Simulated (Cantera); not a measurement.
What does this Cantera script print?

```python
import numpy as np
import cantera as ct

gas_names = """
    Fe FeO Fe(OH)2 H HO2 H2 H2O H2O2 O OH O2 O3
""".split()
cond_names = """
    Fe(a) Fe(c) Fe(d) Fe(L) FeO(s) FeO(L) Fe(OH)2(s) Fe(OH)3(s) Fe2O3(s) Fe3O4(s) H2O(s) H2O(L)
""".split()


# ... load() reads the species with a 1 bar reference pressure and builds the phases ...
atoms = {
    'Fe2O3': {'Fe': 2, 'O': 3},
    'H2': {'H': 2},
    'H2O': {'H': 2, 'O': 1},
}
top_T = {'Fe2O3(s)': 1830, 'Fe3O4(s)': 1870}  # K; cautious upper limits of use, not melting points


# ... equilibrate(T, P, feed) seeds the gas with the atoms and calls Mixture.equilibrate('TP', solver="vcs", rtol=1e-11, max_steps=5000) ...
results = []
feed = {'Fe2O3': 1, 'H2': 0.83, 'H2O': 8.9}  # mol
P = 1000  # Pa
for T in [748, 898, 1048, 1198, 1348, 1498, 1648, 1798, 1948, 2098]:
    mix = equilibrate(T, P, feed)
    results.append((T, P, feed, dict(zip(mix.species_names, mix.species_moles))))
    x = sorted(zip(gas.X, gas.species_names), reverse=True)
    print(f"T = {T:g} K  P = {P:g} Pa  gas = {mix.phase_moles(0):.4g} mol")
    print("   x: " + "  ".join(f"{s} {v:.3e}" for v, s in x if v > 0.0001))
    print("   condensed (mol): " + ("  ".join(f"{mix.phase(i).name} {mix.phase_moles(i):.4g}"
          for i in range(1, mix.n_phases) if mix.phase_moles(i) > 1e-12) or "none"))
```

Result:

```
T = 748 K  P = 1000 Pa  gas = 9.73 mol
   x: H2O 9.490e-01  H2 5.104e-02
   condensed (mol): Fe3O4(s) 0.6667
T = 898 K  P = 1000 Pa  gas = 9.73 mol
   x: H2O 9.490e-01  H2 5.104e-02
   condensed (mol): Fe3O4(s) 0.6667
T = 1048 K  P = 1000 Pa  gas = 9.73 mol
   x: H2O 9.490e-01  H2 5.104e-02
   condensed (mol): Fe3O4(s) 0.6667
T = 1198 K  P = 1000 Pa  gas = 9.73 mol
   x: H2O 9.618e-01  H2 3.820e-02
   condensed (mol): FeO(s) 0.375  Fe3O4(s) 0.5417
T = 1348 K  P = 1000 Pa  gas = 9.73 mol
   x: H2O 9.739e-01  H2 2.613e-02
   condensed (mol): FeO(s) 0.7272  Fe3O4(s) 0.4242
T = 1498 K  P = 1000 Pa  gas = 9.73 mol
   x: H2O 9.807e-01  H2 1.923e-02
   condensed (mol): FeO(s) 0.9287  Fe3O4(s) 0.357
T = 1648 K  P = 1000 Pa  gas = 9.733 mol
   x: H2O 9.846e-01  H2 1.487e-02  OH 3.231e-04  H 1.086e-04
   condensed (mol): FeO(s) 1.062  Fe3O4(s) 0.3126
T = 1798 K  P = 1000 Pa  gas = 9.79 mol
   x: H2O 9.846e-01  H2 7.667e-03  O2 4.610e-03  OH 2.602e-03  H 3.083e-04  Fe(OH)2 1.405e-04
   condensed (mol): FeO(L) 1.57  Fe3O4(s) 0.1429
T = 1948 K  P = 1000 Pa  gas = 9.928 mol
   x: H2O 9.597e-01  H2 1.539e-02  O2 1.444e-02  OH 7.907e-03  H 1.402e-03  O 5.337e-04  Fe(OH)2 2.980e-04  FeO 1.635e-04  Fe 1.495e-04
   condensed (mol): FeO(L) 1.994
T = 2098 K  P = 1000 Pa  gas = 10.13 mol
   x: H2O 9.126e-01  H2 3.523e-02  O2 2.292e-02  OH 1.775e-02  H 5.776e-03  O 2.076e-03  Fe 1.905e-03  FeO 1.231e-03  Fe(OH)2 5.469e-04
   condensed (mol): FeO(L) 1.963
```

Equilibrium computed with Cantera from the NASA thermochemical tables; the gas is ideal and each condensed phase is pure. Mutual solubility and eutectic melting of coexisting phases are not modelled. The tables' stoichiometric FeO is somewhat more stable than real wüstite, so its field is too wide. FeO: taken at fixed stoichiometry.
